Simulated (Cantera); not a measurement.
SiH2Cl2 + CH4 + H2 (silicon carbide growth)

Input: 1 mol SiH2Cl2, 0.62 mol CH4, 42 mol H2, equilibrated at 17.0 mbar.

Cantera equilibrium calculation (NASA polynomials, part measured and part estimated; ideal gas, pure solids and liquids). Candidate condensed phases: C, C6H6, C7H8, C8H18, Si, SiC; 109 gas species. Mutual solubility and eutectic melting of coexisting phases are not modelled. The tables' values for SiCl3, SiCl are old estimates; treat these amounts as uncertain. Equilibrium is a limit: real reactors are often held back by kinetics, nucleation or transport.

From 1050 K to 1650 K the condensed part is Si(s) + SiC(s). The main Si-bearing gas is SiCl4 at 1050 K and SiCl2 at 1650 K. The share of Si in condensed phases is highest at 1275 K (82.3 %) and lowest at 1050 K (69.7 %).

| T (K) | x H2 | x HCl | x SiCl2 | x SiCl4 | x SiHCl3 | x H | n Si(s) | n SiC(s) |
|---|---|---|---|---|---|---|---|---|
| 1050 | 0.972 | 0.0216 | 0.000896 | 0.00363 | 0.00170 | 6.13e-8 | 0.0766 | 0.620 |
| 1125 | 0.965 | 0.0298 | 0.00195 | 0.00158 | 0.000885 | 3.35e-7 | 0.155 | 0.620 |
| 1200 | 0.961 | 0.0345 | 0.00292 | 0.000435 | 0.000330 | 1.48e-6 | 0.195 | 0.620 |
| 1275 | 0.960 | 0.0359 | 0.00347 | 9.84e-5 | 0.000106 | 5.54e-6 | 0.203 | 0.620 |
| 1350 | 0.960 | 0.0360 | 0.00380 | 2.33e-5 | 3.55e-5 | 1.79e-5 | 0.199 | 0.620 |
| 1425 | 0.960 | 0.0358 | 0.00404 | 6.20e-6 | 1.30e-5 | 5.13e-5 | 0.193 | 0.620 |
| 1500 | 0.960 | 0.0356 | 0.00423 | 1.87e-6 | 5.22e-6 | 0.000132 | 0.186 | 0.620 |
| 1575 | 0.960 | 0.0353 | 0.00440 | 6.29e-7 | 2.28e-6 | 0.000312 | 0.179 | 0.620 |
| 1650 | 0.960 | 0.0350 | 0.00454 | 2.34e-7 | 1.08e-6 | 0.000683 | 0.171 | 0.620 |
x: gas mole fraction; n: condensed amount in mol.
